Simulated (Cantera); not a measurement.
Source: NASA polynomial tables (part measured, part estimated), evaluated in Cantera. Values are per mole of reaction as written; species without (g) are pure solids or liquids, kept so even where they would boil at 1 bar.

3 NiS + H2S(g) → H2(g) + Ni3S4

| T (K) | ΔH° (kJ) | ΔS° (J/K) | ΔG° (kJ) | log10 K |
|---|---|---|---|---|
| 400 | ? | ? | ? | ? |
| 450 | ? | ? | ? | ? |
| 500 | ? | ? | ? | ? |
| 550 | ? | ? | ? | ? |
| 600 | -9.6 | -31.1 | 9.0 | -0.78 |

**Question.** What belongs in the gaps?

**Answer.** 
- 400, ΔH° (kJ): -15.0
- 400, ΔS° (J/K): -41.8
- 400, ΔG° (kJ): 1.7
- 400, log10 K: -0.22
- 450, ΔH° (kJ): -13.9
- 450, ΔS° (J/K): -39.1
- 450, ΔG° (kJ): 3.7
- 450, log10 K: -0.43
- 500, ΔH° (kJ): -12.6
- 500, ΔS° (J/K): -36.4
- 500, ΔG° (kJ): 5.6
- 500, log10 K: -0.59
- 550, ΔH° (kJ): -11.2
- 550, ΔS° (J/K): -33.8
- 550, ΔG° (kJ): 7.4
- 550, log10 K: -0.70
